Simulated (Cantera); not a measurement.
**Stirred combustor or abatement burner**

A perfectly stirred reactor is fed with 14.2 % CH₄, 0.469 % H₂, 17.9 % O₂, 67.4 % N₂, equivalence ratio 1.6, at 10.0 bar; it is adiabatic with a 775 K inlet, and is followed from long to short residence time, starting on the burning branch (τ in s: 0.087, 0.034, 0.014, 0.0054, 0.0022, 0.00086, 0.00034, 0.00014, 5.4e-05).

Computed with Cantera and GRI-Mech 3.0 (53 species, 325 reactions).

```
τ (s)    T (K)     x CH₄     x H₂      x O₂    x N₂O     x CH₃    x C₂H₂
-------  -----  --------  -------  --------  -------  --------  --------
0.087     2190  0.000195   0.0966   1.81e-5  5.13e-9   2.10e-5   9.03e-6
0.034     2191  0.000446   0.0958   4.48e-5  8.50e-9   4.92e-5   4.64e-5
0.014     2192  0.000909   0.0943  0.000105  1.34e-8  0.000104  0.000184
0.0054    2195   0.00174   0.0910  0.000258  1.82e-8  0.000212  0.000613
0.0022    2198   0.00286   0.0861  0.000592  1.99e-8  0.000381   0.00142
0.00086   2198   0.00438   0.0795   0.00138  1.95e-8  0.000652   0.00262
0.00034   2187   0.00636   0.0723   0.00318  2.04e-8   0.00105   0.00385
0.00014   2154   0.00935   0.0649   0.00730  2.76e-8   0.00159   0.00478
5.4e-5     775     0.142  0.00469     0.179   <1e-12  2.03e-12    <1e-12
```
x: mole fraction; the columns are a selection and need not sum to one.
